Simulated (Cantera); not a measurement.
Charge: 1 mol SiCl4, 0.54 mol Cl2, 2.1 mol H2, held at 3.20 bar.

Equilibrium computed with Cantera from the NASA thermochemical tables; the gas is ideal and each condensed phase is pure. Candidate condensed phases: Si; 19 gas species. The tables' values for SiCl3 are old estimates; treat these amounts as uncertain. Equilibrium is a limit: real reactors are often held back by kinetics, nucleation or transport.

x: gas mole fraction; nothing condenses.

```json
[
 {"T (K)": "698", "x H2": "0.428", "x HCl": "0.297", "x SiCl4": "0.275", "x SiHCl3": "7.83e-5", "x SiCl3": "4.37e-9", "x SiCl2": "<1e-12", "x SiH2Cl2": "[?]"},
 {"T (K)": "748", "x H2": "0.428", "x HCl": "0.297", "x SiCl4": "0.275", "x SiHCl3": "0.000174", "x SiCl3": "3.35e-8", "x SiCl2": "<1e-12", "x SiH2Cl2": "[?]"},
 {"T (K)": "798", "x H2": "0.428", "x HCl": "0.297", "x SiCl4": "0.274", "x SiHCl3": "0.000348", "x SiCl3": "1.98e-7", "x SiCl2": "1.62e-11", "x SiH2Cl2": "[?]"},
 {"T (K)": "848", "x H2": "0.428", "x HCl": "0.297", "x SiCl4": "0.274", "x SiHCl3": "0.000640", "x SiCl3": "9.44e-7", "x SiCl2": "2.35e-10", "x SiH2Cl2": "[?]"},
 {"T (K)": "898", "x H2": "0.427", "x HCl": "0.298", "x SiCl4": "0.274", "x SiHCl3": "0.00109", "x SiCl3": "3.77e-6", "x SiCl2": "2.51e-9", "x SiH2Cl2": "[?]"},
 {"T (K)": "948", "x H2": "0.427", "x HCl": "0.298", "x SiCl4": "0.273", "x SiHCl3": "0.00176", "x SiCl3": "1.29e-5", "x SiCl2": "2.07e-8", "x SiH2Cl2": "[?]"},
 {"T (K)": "998", "x H2": "0.426", "x HCl": "0.299", "x SiCl4": "0.272", "x SiHCl3": "0.00268", "x SiCl3": "3.89e-5", "x SiCl2": "1.37e-7", "x SiH2Cl2": "[?]"},
 {"T (K)": "1048", "x H2": "0.425", "x HCl": "0.301", "x SiCl4": "0.271", "x SiHCl3": "0.00391", "x SiCl3": "0.000105", "x SiCl2": "7.48e-7", "x SiH2Cl2": "[?]"},
 {"T (K)": "1098", "x H2": "0.423", "x HCl": "0.302", "x SiCl4": "0.269", "x SiHCl3": "0.00547", "x SiCl3": "0.000257", "x SiCl2": "3.46e-6", "x SiH2Cl2": "[?]"},
 {"T (K)": "1148", "x H2": "0.421", "x HCl": "0.305", "x SiCl4": "0.267", "x SiHCl3": "0.00739", "x SiCl3": "0.000579", "x SiCl2": "1.39e-5", "x SiH2Cl2": "[?]"},
 {"T (K)": "1198", "x H2": "0.418", "x HCl": "0.308", "x SiCl4": "0.264", "x SiHCl3": "0.00964", "x SiCl3": "0.00121", "x SiCl2": "4.88e-5", "x SiH2Cl2": "[?]"},
 {"T (K)": "1248", "x H2": "0.414", "x HCl": "0.311", "x SiCl4": "0.260", "x SiHCl3": "0.0122", "x SiCl3": "0.00234", "x SiCl2": "0.000153", "x SiH2Cl2": "[?]"}
]
```

Question: What belongs in the gaps?

Answer: 
- 698, x SiH2Cl2: 1.46e-9
- 748, x SiH2Cl2: 8.07e-9
- 798, x SiH2Cl2: 3.56e-8
- 848, x SiH2Cl2: 1.31e-7
- 898, x SiH2Cl2: 4.13e-7
- 948, x SiH2Cl2: 1.15e-6
- 998, x SiH2Cl2: 2.85e-6
- 1048, x SiH2Cl2: 6.42e-6
- 1098, x SiH2Cl2: 1.33e-5
- 1148, x SiH2Cl2: 2.56e-5
- 1198, x SiH2Cl2: 4.60e-5
- 1248, x SiH2Cl2: 7.75e-5
